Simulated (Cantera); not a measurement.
**Ignition delay**

Mixture: 5.46 % CH4, 3.61 % H2, 16.8 % O2, 73.8 % N2, 0.399 % CO2, equivalence ratio 0.76, at 1.00 bar, adiabatic and at constant pressure. Ignition delay is the time to a rise of 400 K.

Model: GRI-Mech 3.0 (53 species, 325 reactions), integrated in Cantera. Where the delays flatten at high temperature, the 400 K rule measures the pace of heat release, not the induction time.

```json
[
 {"T0 (K)": "1298", "delay (ms)": "0.723"},
 {"T0 (K)": "1348", "delay (ms)": "0.501"},
 {"T0 (K)": "1398", "delay (ms)": "0.357"},
 {"T0 (K)": "1448", "delay (ms)": "0.260"},
 {"T0 (K)": "1498", "delay (ms)": "0.195"},
 {"T0 (K)": "1548", "delay (ms)": "0.149"},
 {"T0 (K)": "1598", "delay (ms)": "0.116"},
 {"T0 (K)": "1648", "delay (ms)": "0.0911"},
 {"T0 (K)": "1698", "delay (ms)": "0.0728"},
 {"T0 (K)": "1748", "delay (ms)": "0.0588"}
]
```

The apparent activation energy between 1648 and 1748 K comes out as 110 kJ/mol.
